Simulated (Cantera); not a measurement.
## Gas activation for diamond growth

An isothermal, constant-pressure homogeneous reactor starts with 13.9 % CH4, 81.3 % H2, 4.71 % H, at 2550 K and 10.00 Torr.

Model: GRI-Mech 3.0 (53 species, 325 reactions), integrated in Cantera. GRI-Mech 3.0 stops at C3 and has no aromatics, soot or wall deposition, so with more carbon than oxygen in the feed, carbon stays in small species such as C2H2 where larger ones or solid carbon would form. Radical loss at walls, strong at low pressure, is not modelled.

```tsv
t (s)	x CH4	x H2	x H	x C2H2	x C2H6	x C2H
9.00e-5	0.0878	0.851	0.0193	0.00415	4.77e-5	7.44e-6
0.000260	0.0609	0.864	0.0238	0.0187	2.96e-5	4.08e-5
0.000754	0.0265	0.887	0.0283	0.0419	6.73e-6	0.000106
0.00218	0.00576	0.898	0.0355	0.0566	3.96e-7	0.000178
0.00632	0.000732	0.890	0.0477	0.0600	8.36e-9	0.000256
0.0183	8.87e-5	0.872	0.0671	0.0599	1.61e-10	0.000366
0.0529	1.62e-5	0.836	0.105	0.0586	7.46e-12	0.000585
0.153	5.04e-6	0.774	0.169	0.0562	<1e-12	0.000973
0.443	2.45e-6	0.722	0.222	0.0541	<1e-12	0.00132
1.28	2.22e-6	0.715	0.230	0.0538	<1e-12	0.00138
3.71	2.22e-6	0.715	0.230	0.0538	<1e-12	0.00138
10.7	2.22e-6	0.715	0.230	0.0538	<1e-12	0.00138
31.1	2.22e-6	0.715	0.230	0.0538	<1e-12	0.00138
90.0	2.22e-6	0.715	0.230	0.0538	<1e-12	0.00138
```
x: mole fraction; the columns are a selection and need not sum to one.

Equilibrium at this temperature and pressure: CH4 2.24e-6, H2 0.715, H 0.230, C2H2 0.0538, C2H6 <1e-12, C2H 0.00138 (gas phase only).
